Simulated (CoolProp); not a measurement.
A single-stage vapour-compression cycle with the fluid: evaporating at 327.15 K (dew point), condensing at 380.15 K (bubble point), superheat 2 K, subcooling 5 K, compressor efficiency 0.85, no pressure losses. The same conditions are run with several fluids, on thermodynamics alone (safety and materials aside).

Values from CoolProp's reference Helmholtz-energy equation of state of each fluid (dimethyl ether: Wu 2011; cyclopropane: Polt 1992; n-perfluorohexane: Gao 2022; methanol: de Reuck 1993; n-butane: Bücker 2006; cis-2-butene: Lemmon 2005). The equations of Platzer and Polt are older, rougher fits.

Task: Rank dimethyl ether, cyclopropane, n-perfluorohexane, methanol, n-butane, cis-2-butene by cooling COP, highest first.

Result: methanol (4.65), cis-2-butene (4.01), n-butane (3.70), dimethyl ether (3.57), cyclopropane (3.53), n-perfluorohexane (2.84)

| fluid | pressure ratio | discharge temperature (K) | refrigerating effect (kJ/kg) | volumetric capacity (kJ/m³) |
|---|---|---|---|---|
| dimethyl ether | 2.97 | 394.7 | 216 | 5670 |
| cyclopropane | 2.79 | 394.9 | 220 | 6250 |
| n-perfluorohexane | 4.64 | 380.1 | 32.6 | 389 |
| methanol | 6.64 | 455.6 | 987 | 794 |
| n-butane | 3.18 | 380.1 | 197 | 2640 |
| cis-2-butene | 3.28 | 383.4 | 239 | 2750 |

The compression ends wet for: n-perfluorohexane; n-butane.
